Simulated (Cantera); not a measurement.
A closed system holds: 1 mol V2O3, 8.2 mol H2, 1.7 mol N2, equilibrated at 1425 °C and 0.00170 bar.

Equilibrium computed with Cantera from the NASA thermochemical tables; the gas is ideal and each condensed phase is pure. Candidate condensed phases: H2O, V, VN, VO, V2O3, V2O4, V2O5; 28 gas species. Mutual solubility and eutectic melting of coexisting phases are not modelled. VO: taken at fixed stoichiometry. Condensed phases not in the tables: the oxides between V2O3 and V2O5 other than VO2. Kinetics and transport are ignored.

Base state: H2 0.817, N2 0.171, H2O 0.00788, H 0.00317, VO2 3.07e-5 (mole fractions); condensed: VO(s) + V2O3(s).

### Question
What changes in the equilibrium state with this change: V2O3 replaced by PbS?

### Answer
| species | before | after |
|---|---|---|
| H2 | 0.817 | 0.720 |
| N2 | 0.171 | 0.151 |
| Pb | 0 | 0.0613 |
| PbS | 0 | 0.0277 |
| S2 | 0 | 0.0243 |
| VO2 | 3.07e-5 | 0 |
| H2O | 0.00788 | 0 |
| H2S | 0 | 0.00720 |
| SH | 0 | 0.00429 |
| S | 0 | 0.00117 |
| VO(s), mol | 0.157 | 0 |
| V2O3(s), mol | 0.922 | 0 |
Further candidate phases: Pb, PbS, S.

### Question
What changes in the equilibrium state with this change: temperature from 1425 °C to 1877 °C?

### Answer
| species | before | after |
|---|---|---|
| H2 | 0.817 | 0.665 |
| N2 | 0.171 | 0.153 |
| H | 0.00317 | 0.0834 |
| VO2 | 3.07e-5 | 0.0589 |
| H2O | 0.00788 | 0.0306 |
| O | 4.89e-9 | 4.39e-5 |
| V | 3.79e-8 | 0.000139 |
| VO | 4.38e-6 | 0.00860 |
| NO | 1.35e-8 | 1.00e-5 |
| VO(s), mol | 0.157 | 0 |
| V2O3(s), mol | 0.922 | 0 |
| VO(l), mol | 0 | 1.25 |
